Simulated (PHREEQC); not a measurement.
Solution (57 °C): 50.6 mmol/kgw MnCl2. Closed to the air; pH follows from the charge balance.

Computed with PHREEQC (ion-association model, phreeqc.dat).

Problem. The ionic strength comes out as 0.140 mol/kgw. What activity coefficients do MnCl+, Mn+2, H+, MnOH+, Cl- get?

Solution. MnCl+ 0.75, Mn+2 0.34, H+ 0.80, MnOH+ 0.75, Cl- 0.73.

This is a speciation only: nothing precipitates in the calculation. Away from 25 °C the constants follow the database's enthalpies or fits; those with neither stay at their 25 °C values.
